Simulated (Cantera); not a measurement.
Input: 1 mol CH3OH, 2.5 mol H2O, 24 mol N2, equilibrated at 2350 K and 1.00 bar.

These are equilibrium values from Cantera (NASA tables, ideal gas, pure condensed phases), not measurements of a reactor. Candidate condensed phases: C, C6H6, C7H8, C8H18, H2O; 136 gas species. Rates play no part.

Base state: N2 0.812, H2O 0.0784, H2 0.0718, CO 0.0284, CO2 0.00539, H 0.00334, OH 0.000629, NO 0.000115 (mole fractions); condensed: gas only.

Problem. What changes in the equilibrium state with this change: temperature from 2350 K to 1075 K?

Solution. 
```json
[
 {"species": "N2", "before": "0.812", "after": "0.814"},
 {"species": "H2", "before": "0.0718", "after": "0.0837"},
 {"species": "H2O", "before": "0.0784", "after": "0.0688"},
 {"species": "CO2", "before": "0.00539", "after": "0.0159"},
 {"species": "CO", "before": "0.0284", "after": "0.0180"},
 {"species": "H", "before": "0.00334", "after": "4.25e-9"},
 {"species": "OH", "before": "0.000629", "after": "<1e-9"},
 {"species": "NO", "before": "0.000115", "after": "<1e-9"},
 {"species": "O", "before": "1.98e-5", "after": "<1e-9"}
]
```

Problem. What changes in the equilibrium state with this change: pressure from 1.00 bar to 0.100 bar?

Solution. 
```tsv
species	before	after
N2	0.812	0.808
H2O	0.0784	0.0761
H2	0.0718	0.0693
H	0.00334	0.0104
CO	0.0284	0.0283
O2	8.97e-6	9.09e-5
O	1.98e-5	0.000199
NO	0.000115	0.000366
OH	0.000629	0.00197
CO2	0.00539	0.00539
```
